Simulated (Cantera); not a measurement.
A freely propagating, adiabatic, planar premixed flame of H2 : O2 : N2 = 1 : 0.556 : 1.56 (molar parts), equivalence ratio 0.90, unburnt at 675 K and 7500 Torr; multicomponent+Soret transport, grid criteria slope 0.08 and curve 0.16, no radiation.

Cantera simulation using the H2/O2 subset of GRI-Mech 3.0, which has no nitrogen chemistry; the numbers are that mechanism's predictions, not measurements. The hydrogen kinetics of GRI-Mech 3.0 are dated; newer H2 mechanisms differ, most at raised pressure. Burning velocities carry a grid error of a few per cent, more on coarse grids.

x: mole fraction of selected species; z is measured from the peak of heat release.

```csv
z (mm),T (K),u (m/s),x H2,x O2,x O,x HO2,x H,x H2O2
-0.0689,675,8.91,0.321,0.178,<1e-8,<1e-8,<1e-8,<1e-8
-0.0459,675,8.91,0.321,0.178,<1e-8,1.74e-8,<1e-8,<1e-8
-0.0344,675,8.90,0.320,0.179,<1e-8,1.91e-7,<1e-8,<1e-8
-0.0230,676,8.88,0.317,0.180,8.51e-8,6.28e-6,1.07e-8,1.46e-7
-0.0115,732,9.21,0.283,0.186,1.95e-5,0.000794,7.73e-5,2.85e-5
-0.00574,1042,12.6,0.229,0.178,0.000575,0.00140,0.00301,0.000131
0,(withheld),18.2,(withheld),(withheld),(withheld),(withheld),(withheld),(withheld)
0.00574,(withheld),22.4,(withheld),(withheld),(withheld),(withheld),0.0273,(withheld)
0.0115,2121,24.7,0.0513,0.0545,0.0112,0.000177,0.0270,4.43e-6
0.0230,2332,26.9,0.0371,0.0400,0.0102,8.43e-5,0.0195,3.11e-6
0.0459,2522,28.8,0.0288,0.0339,0.00688,4.34e-5,0.0112,2.40e-6
0.0918,2664,30.1,0.0209,0.0300,0.00428,2.63e-5,0.00590,2.10e-6
0.184,2744,30.8,0.0153,0.0276,0.00294,2.05e-5,0.00343,2.09e-6
```

Question: Fill in the missing entries.

Answer: 
- 0, T (K): 1549
- 0, x H2: 0.147
- 0, x O2: 0.134
- 0, x O: 0.00449
- 0, x HO2: 0.000734
- 0, x H: 0.0164
- 0, x H2O2: 2.66e-5
- 0.00574, T (K): 1916
- 0.00574, x H2: 0.0796
- 0.00574, x O2: 0.0809
- 0.00574, x O: 0.00932
- 0.00574, x HO2: 0.000344
- 0.00574, x H2O2: 6.22e-6
